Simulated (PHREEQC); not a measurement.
A column of 0.5 m (40 cells, dispersivity 0.018 m, 720 s a shift, diffusion coefficient 3e-10 m²/s) holds 0.0005 eq of the database's cation exchanger X per kg of pore water, first in equilibrium with 57 mmol/kgw LiCl and 0.01 mmol/kgw HCl. It is flushed with 0.001 mol KCl and 1e-05 mol HCl per kg of water, at 15 °C. Values are for the last cell. No CO2 enters from the air. Nothing may precipitate in this run.

The numbers come from PHREEQC with the ion-association model, phreeqc.dat.

Predict K in solution (mol/kgw), Li in solution (mol/kgw) at pore volumes = 0.1125, 0.9125, 1.212, 2.913.


```json
[
 {"pore volumes": "0.1125", "K in solution (mol/kgw)": "0", "Li in solution (mol/kgw)": "0.0570"},
 {"pore volumes": "0.9125", "K in solution (mol/kgw)": "0.000205", "Li in solution (mol/kgw)": "0.0335"},
 {"pore volumes": "1.212", "K in solution (mol/kgw)": "0.000327", "Li in solution (mol/kgw)": "0.0116"},
 {"pore volumes": "2.913", "K in solution (mol/kgw)": "0.000999", "Li in solution (mol/kgw)": "1.60e-6"}
]
```

Complexes and solids missing from the database can't appear.
